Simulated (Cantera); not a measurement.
An adiabatic, constant-volume homogeneous reactor starts with C3H8 : O2 : N2 = 1 : 10.6 : 68.1 (molar parts), equivalence ratio 0.47, at 1625 K and 54000 Pa.

Detailed kinetics in Cantera: GRI-Mech 3.0 (53 species, 325 reactions). GRI-Mech 3.0 was tuned for natural gas; its chemistry of propane as a main component is partial and can be far from experiment.

x: mole fraction; the columns are a selection and need not sum to one.

```tsv
t (s)	T (K)	P (bar)	x C3H8	x O2	x NO2	x N2O	x CH3	x HCO
3.00e-6	1621	0.539	0.0121	0.133	<1e-12	3.66e-11	0.000377	1.81e-8
9.90e-6	1612	0.537	0.0108	0.132	<1e-12	4.36e-10	0.00150	5.60e-7
3.27e-5	1634	0.550	[?]	0.126	3.42e-11	[?]	[?]	[?]
0.000108	2055	0.709	<1e-12	0.0697	[?]	[?]	<1e-12	[?]
0.000356	2198	0.752	<1e-12	0.0678	1.91e-8	2.83e-7	<1e-12	3.84e-9
0.00117	2351	0.797	<1e-12	0.0681	1.51e-7	4.46e-7	<1e-12	6.08e-10
0.00387	2401	0.812	<1e-12	0.0678	5.82e-7	5.04e-7	<1e-12	2.04e-10
0.0128	2397	0.811	<1e-12	0.0668	1.64e-6	5.05e-7	<1e-12	1.93e-10
0.0422	2388	0.807	<1e-12	0.0648	3.72e-6	5.19e-7	<1e-12	1.78e-10
0.139	2382	0.805	<1e-12	0.0634	5.13e-6	5.36e-7	<1e-12	1.68e-10
0.459	2382	0.805	<1e-12	0.0633	5.22e-6	5.37e-7	<1e-12	1.68e-10
1.52	2382	0.805	<1e-12	0.0633	5.22e-6	5.37e-7	<1e-12	1.68e-10
5.00	2382	0.805	<1e-12	0.0633	5.22e-6	5.37e-7	<1e-12	1.68e-10
```

### Question
Complete the blanks.

### Answer

- 3.27e-5, x C3H8: 0.00427
- 3.27e-5, x N2O: 3.10e-9
- 3.27e-5, x CH3: 0.00270
- 3.27e-5, x HCO: 2.20e-5
- 0.000108, x NO2: 2.09e-9
- 0.000108, x N2O: 2.24e-7
- 0.000108, x HCO: 1.11e-8
